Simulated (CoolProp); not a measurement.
Properties of n-dodecane along the isotherm 86.75 °C.

Values from CoolProp's reference Helmholtz-energy equation of state, Lemmon 2004. It is a short technical equation, of lower accuracy than the large ones.

```tsv
p (MPa)	phase	Z	conductivity (mW/(m K))
0.413	liquid	(withheld)	121
0.826	liquid	0.06710	122
1.24	liquid	0.1007	122
1.65	liquid	0.1339	122
2.07	liquid	0.1678	122
2.48	liquid	0.2010	122
2.89	liquid	0.2340	123
3.3	liquid	(withheld)	123
3.72	liquid	0.3009	123
4.13	liquid	(withheld)	123
4.54	liquid	0.3668	123
```

Q: What belongs in the gaps?

A: 
- 0.413, Z: 0.03357
- 3.3, Z: 0.2671
- 4.13, Z: 0.3339

Thermal conductivity comes from a separate model (Huber 2004).
